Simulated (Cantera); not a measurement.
**Adiabatic ignition**

An adiabatic, constant-volume homogeneous reactor starts with 15.9 % H₂, 17.6 % O₂, 66.3 % N₂, 0.254 % NO, at 1550 K and 7500 Torr.

Detailed kinetics in Cantera: GRI-Mech 3.0 (53 species, 325 reactions). The hydrogen kinetics of GRI-Mech 3.0 are dated; newer H2 mechanisms differ, most at raised pressure.

```json
[
 {"t (s)": "2.00e-6", "T (K)": "2583", "P (bar)": "15.6", "x H₂": "0.00739", "x O₂": "0.0962", "x NO": "0.00276", "x N₂": "0.706", "x N₂O": "2.79e-6", "x NO₂": "8.28e-6"},
 {"t (s)": "5.97e-6", "T (K)": "2769", "P (bar)": "16.6", "x H₂": "0.00243", "x O₂": "0.0996", "x NO": "0.00303", "x N₂": "0.714", "x N₂O": "4.32e-6", "x NO₂": "5.86e-6"},
 {"t (s)": "1.78e-5", "T (K)": "2768", "P (bar)": "16.6", "x H₂": "0.00242", "x O₂": "0.0993", "x NO": "0.00362", "x N₂": "0.714", "x N₂O": "4.32e-6", "x NO₂": "7.00e-6"},
 {"t (s)": "5.32e-5", "T (K)": "2765", "P (bar)": "16.6", "x H₂": "0.00240", "x O₂": "0.0985", "x NO": "0.00530", "x N₂": "0.713", "x N₂O": "4.31e-6", "x NO₂": "1.02e-5"},
 {"t (s)": "0.000159", "T (K)": "2757", "P (bar)": "16.5", "x H₂": "0.00235", "x O₂": "0.0966", "x NO": "0.00942", "x N₂": "0.711", "x N₂O": "4.32e-6", "x NO₂": "1.81e-5"},
 {"t (s)": "0.000474", "T (K)": "2743", "P (bar)": "16.4", "x H₂": "0.00228", "x O₂": "0.0934", "x NO": "0.0163", "x N₂": "0.708", "x N₂O": "4.39e-6", "x NO₂": "3.11e-5"},
 {"t (s)": "0.00141", "T (K)": "2734", "P (bar)": "16.4", "x H₂": "0.00223", "x O₂": "0.0914", "x NO": "0.0206", "x N₂": "0.706", "x N₂O": "4.47e-6", "x NO₂": "3.91e-5"},
 {"t (s)": "0.00422", "T (K)": "2734", "P (bar)": "16.4", "x H₂": "0.00223", "x O₂": "0.0913", "x NO": "0.0210", "x N₂": "0.706", "x N₂O": "4.48e-6", "x NO₂": "3.97e-5"},
 {"t (s)": "0.0126", "T (K)": "2734", "P (bar)": "16.4", "x H₂": "0.00223", "x O₂": "0.0913", "x NO": "0.0210", "x N₂": "0.706", "x N₂O": "4.48e-6", "x NO₂": "3.97e-5"},
 {"t (s)": "0.0376", "T (K)": "2734", "P (bar)": "16.4", "x H₂": "0.00223", "x O₂": "0.0913", "x NO": "0.0210", "x N₂": "0.706", "x N₂O": "4.48e-6", "x NO₂": "3.97e-5"},
 {"t (s)": "0.112", "T (K)": "2734", "P (bar)": "16.4", "x H₂": "0.00223", "x O₂": "0.0913", "x NO": "0.0210", "x N₂": "0.706", "x N₂O": "4.48e-6", "x NO₂": "3.97e-5"},
 {"t (s)": "0.335", "T (K)": "2734", "P (bar)": "16.4", "x H₂": "0.00223", "x O₂": "0.0913", "x NO": "0.0210", "x N₂": "0.706", "x N₂O": "4.48e-6", "x NO₂": "3.97e-5"},
 {"t (s)": "1.00", "T (K)": "2734", "P (bar)": "16.4", "x H₂": "0.00223", "x O₂": "0.0913", "x NO": "0.0210", "x N₂": "0.706", "x N₂O": "4.48e-6", "x NO₂": "3.97e-5"}
]
```
x: mole fraction; the columns are a selection and need not sum to one.

```
Property                                                            Result
---------------------------------  ---------------------------------------
time of steepest temperature rise                                  1.33 µs
temperature at 1.00 s                                               2734 K
equilibrium temperature                                             2734 K
x(H₂) at 1.00 s                    0.00223 (gas-phase equilibrium 0.00223)
x(O₂) at 1.00 s                      0.0913 (gas-phase equilibrium 0.0913)
x(NO) at 1.00 s                      0.0210 (gas-phase equilibrium 0.0210)
```
